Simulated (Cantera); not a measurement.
Input: 1 mol Si, 0.012 mol N2O, 33 mol H2, at 0.133 bar.

Method: chemical equilibrium by Gibbs-energy minimisation in Cantera with the NASA 1993 tables (ideal gas, pure condensed phases). Candidate condensed phases: H2O, Si, SiO2, Si2N2O, Si3N4; 35 gas species. Mutual solubility and eutectic melting of coexisting phases are not modelled. Gases not in the tables: Si2H6 and higher silanes. Equilibrium is a limit: real reactors are often held back by kinetics, nucleation or transport.

Question: Which condensed phases are stable at each of these points (T (°C)): 1250, 1300, 1350, 1400, 1450, 1500, 1550, 1600, 1650, 1700, 1750, 1800, 1850, 1900?

Answer: 
```tsv
T (°C)	condensed phases	Si condensed (%)
1250	Si(s) + Si2N2O(s)	99.7
1300	Si(s) + Si2N2O(s)	99.3
1350	Si(s)	98.8
1400	Si(s)	98.7
1450	Si(l)	98.7
1500	Si(l)	98.6
1550	Si(l)	98.5
1600	Si(l)	98.3
1650	Si(l)	98.0
1700	Si(l)	97.5
1750	Si(l)	96.6
1800	Si(l)	95.2
1850	Si(l)	92.9
1900	Si(l)	89.4
```

From 1250 °C to 1300 °C the condensed part is Si(s) + Si2N2O(s). From 1350 °C to 1400 °C the condensed part is Si(s). From 1450 °C to 1900 °C the condensed part is Si(l).
